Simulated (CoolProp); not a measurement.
Isohexane along the isobar 0.101 MPa: fugacity coefficient from the reference equation and from simpler models built on Tc = 497.7 K, pc = 3.043 MPa, ω = 0.280; each cubic takes its own stable root.

Computed with CoolProp (reference Helmholtz-energy equation of state, Lemmon 2006). It is a short technical equation, of lower accuracy than the large ones.

```csv
T (K),phase,reference
185,liquid,7.047e-5
193.7,liquid,0.0002010
202.4,liquid,0.0005171
211.1,liquid,0.001215
219.8,liquid,0.002641
228.6,liquid,0.005397
237.3,liquid,0.01029
246,liquid,0.01859
254.7,liquid,0.03201
263.4,liquid,0.05281
```

Problem. How far does each simpler model (van der Waals, Soave-Redlich-Kwong, Peng-Robinson) lie from the reference over these 10 states: mean and median of the absolute difference, and the worst?

Solution. 
- van der Waals: mean 26860.4 %, median 10487.8 %, worst +117439.4 % at 185 K and 0.101 MPa
- Soave-Redlich-Kwong: mean 2.0 %, median 2.3 %, worst -2.7 % at 228.6 K and 0.101 MPa
- Peng-Robinson: mean 12.4 %, median 10.3 %, worst +27.6 % at 185 K and 0.101 MPa

At some of these states van der Waals gives the other phase, because its saturation line lies elsewhere.
